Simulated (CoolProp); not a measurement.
Values from CoolProp's reference Helmholtz-energy equation of state, Rui 2013.

Task: Give the vapour pressure (MPa), vapour density (kg/m³), surface tension (mN/m), liquid viscosity (µPa s) of saturated R236EA at 53.45 °C.

Result: 
| T (°C) | p (MPa) | vapour density (kg/m³) | surface tension (mN/m) | liquid viscosity (µPa s) |
|---|---|---|---|---|
| 53.45 | 0.503 | 32.5 | 8.35 | 263 |

Viscosity comes from a separate model (Huber 2003), an estimate that may be off by 10 % or more. Surface tension comes from a separate correlation (Mulero 2012).
